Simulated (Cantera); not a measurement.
A closed system holds: 1 mol PbO, 1.8 mol H2, 75 mol N2, at 66.0 Pa.

Cantera equilibrium calculation (NASA polynomials, part measured and part estimated; ideal gas, pure solids and liquids). Candidate condensed phases: H2O, Pb, PbO, PbO2, Pb3O4; 27 gas species. Rates play no part.

Q: At 748 K, list the 4 most abundant gas species with their mole fractions, and the condensed phases.

A: N2 0.977, H2O 0.0130, H2 0.0104, Pb 1.33e-5. Condensed: Pb(l).
